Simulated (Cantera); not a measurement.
Feed: 1 mol Ti, 3.5 mol H2O, a varied amount of H2, held at 3.45 Torr.

Cantera equilibrium calculation (NASA polynomials, part measured and part estimated; ideal gas, pure solids and liquids). Candidate condensed phases: H2O, Ti, TiO, TiO2, Ti2O3, Ti3O5, Ti4O7; 12 gas species. Mutual solubility and eutectic melting of coexisting phases are not modelled. Condensed phases not in the tables: Magnéli phases beyond Ti4O7. The numbers say what is thermodynamically allowed, not how fast it happens.

Stable condensed phases, one row left out:

```
T in °C \ n(H2) in mol
          32  43  57  75 100 130 180
   1800    A   A   A   B   B   B   B
   1725    A   B   B   B   B   B   B
   1650    B   B   B   B   B   B   B
   1575    C   B   B   B   B   B   B
   1425    A   A   A   A   B   B   B
   1350    D   E   A   A   A   A   B
   1275    D   D   D   E   A   A   A
   1200    D   D   D   D   D   E   A
   1125    D   D   D   D   D   D   D
```

A: Ti4O7; B: Ti3O5; C: Ti3O5 + Ti4O7; D: TiO2; E: TiO2 + Ti4O7.

### Question
Give the row for 1500 °C.

### Answer
32: Ti4O7; 43: Ti4O7; 57: Ti3O5; 75: Ti3O5; 100: Ti3O5; 130: Ti3O5; 180: Ti3O5.
